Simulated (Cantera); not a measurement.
Input: 1 mol Cu, 3.9 mol F₂, 4.4 mol N₂, held at 1.13 Torr.

Method: chemical equilibrium by Gibbs-energy minimisation in Cantera with the NASA 1993 tables (ideal gas, pure condensed phases). Candidate condensed phases: Cu, CuF₂; 11 gas species. Equilibrium is a limit: real reactors are often held back by kinetics, nucleation or transport.

x: gas mole fraction; n: condensed amount in mol.

```
T (K)   x N₂       x F     x NF₃      x F₂    x CuF₂  n CuF₂(s)
-----  -----  --------  --------  --------  --------  ---------
498    0.640   5.90e-6     0.358   0.00201    <1e-12       1.00
598    0.634  0.000864     0.302    0.0631  5.82e-12       1.00
698    0.604    0.0197    0.0709     0.305   1.17e-8       1.00
798    0.568     0.116   0.00419     0.311   3.26e-6      1.000
898        ?         ?         ?         ?         ?      0.998
998        ?     0.505         ?         ?         ?      0.926
1098   0.396     0.508   5.45e-8   0.00683    0.0899          0
1198   0.393     0.516   1.83e-9   0.00155    0.0894          0
1298   0.393     0.517  1.01e-10  0.000432    0.0893          0
1398   0.393     0.518  8.36e-12  0.000144    0.0892          0
```

Question: Some entries are withheld; supply them.

Answer: 
- 898, x N₂: 0.502
- 898, x F: 0.333
- 898, x NF₃: 0.000169
- 898, x F₂: 0.164
- 898, x CuF₂: 0.000247
- 998, x N₂: 0.446
- 998, x NF₃: 3.54e-6
- 998, x F₂: 0.0414
- 998, x CuF₂: 0.00753
